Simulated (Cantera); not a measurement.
A perfectly stirred reactor is fed with CH4 : O2 : N2 = 1 : 2.3 : 8.64 (molar parts), equivalence ratio 0.87, at 900 Torr; it is adiabatic with a 673 K inlet, and is followed from long to short residence time, starting on the burning branch (τ in s: 0.064, 0.027, 0.012, 0.0049, 0.0021, 0.00088, 0.00037, 0.00016, 6.7e-05, 2.8e-05).

Detailed kinetics in Cantera: GRI-Mech 3.0 (53 species, 325 reactions).

x: mole fraction; the columns are a selection and need not sum to one.

```tsv
τ (s)	T (K)	x CH4	x O2	x C2H6	x CH2CO	x CH2O	x HO2
0.064	2315	2.38e-6	0.0261	<1e-12	2.50e-10	4.36e-7	2.44e-6
0.027	2309	5.23e-6	0.0269	2.85e-12	6.48e-10	9.63e-7	2.54e-6
0.012	2295	1.05e-5	0.0279	1.11e-11	___	1.93e-6	2.70e-6
0.0049	2266	2.13e-5	0.0293	4.33e-11	___	3.85e-6	3.10e-6
0.0021	2221	4.00e-5	0.0311	1.42e-10	___	6.96e-6	3.94e-6
0.00088	2160	7.69e-5	0.0336	4.82e-10	___	1.26e-5	5.62e-6
0.00037	2086	0.000155	0.0365	1.82e-9	___	2.34e-5	8.45e-6
0.00016	2008	0.000331	0.0402	8.11e-9	___	4.55e-5	1.29e-5
6.7e-5	1918	0.000856	0.0465	6.07e-8	___	0.000104	2.21e-5
2.8e-5	673	0.0838	0.193	<1e-12	<1e-12	<1e-12	<1e-12
```

Q: Some entries are withheld; supply them.

A: 
- 0.012, x CH2CO: 1.64e-9
- 0.0049, x CH2CO: 4.55e-9
- 0.0021, x CH2CO: 1.12e-8
- 0.00088, x CH2CO: 2.74e-8
- 0.00037, x CH2CO: 6.95e-8
- 0.00016, x CH2CO: 2.01e-7
- 6.7e-5, x CH2CO: 8.63e-7
